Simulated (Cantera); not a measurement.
Feed: 1 mol CH3SiH3, 0.31 mol C2H2, 26 mol H2, at 1727 °C.

These are equilibrium values from Cantera (NASA tables, ideal gas, pure condensed phases), not measurements of a reactor. Candidate condensed phases: C, C6H6, C7H8, C8H18, Si, SiC; 87 gas species. The feed counts by its element totals alone. Equilibrium is a limit: real reactors are often held back by kinetics, nucleation or transport.

log p: log10 of the partial pressure in bar; n: condensed amount in mol.

| P (Pa) | log p H2 | log p H | log p Si | log p C2H2 (acetylene) | log p CH4 | log p SiC2 | n C(graphite) | n SiC(s) |
|---|---|---|---|---|---|---|---|---|
| 100 | -3.02 | -4.30 | -5.62 | -6.14 | … | -7.01 | 0.649 | 0.919 |
| 240 | -2.64 | -4.11 | -5.62 | -5.75 | … | -7.01 | 0.606 | 0.966 |
| 560 | -2.26 | -3.92 | -5.62 | -5.38 | … | -7.01 | 0.589 | 0.985 |
| 1300 | -1.89 | -3.74 | -5.62 | -5.01 | … | -7.01 | 0.581 | 0.993 |
| 3200 | -1.50 | -3.54 | -5.62 | -4.61 | … | -7.01 | 0.577 | 0.997 |
| 7500 | -1.13 | -3.35 | -5.62 | -4.24 | … | -7.01 | 0.575 | 0.999 |
| 18000 | -0.75 | -3.16 | -5.62 | -3.86 | … | -7.01 | 0.573 | 0.999 |
| 42000 | -0.38 | -2.98 | -5.62 | -3.49 | … | -7.01 | 0.570 | 1.000 |
| 100000 | 0.00 | -2.79 | -5.62 | -3.12 | … | -7.01 | 0.562 | 1.000 |

Question: What belongs in the gaps?

Answer: 
- 100, log p CH4: -9.42
- 240, log p CH4: -8.64
- 560, log p CH4: -7.90
- 1300, log p CH4: -7.16
- 3200, log p CH4: -6.37
- 7500, log p CH4: -5.63
- 18000, log p CH4: -4.87
- 42000, log p CH4: -4.13
- 100000, log p CH4: -3.37
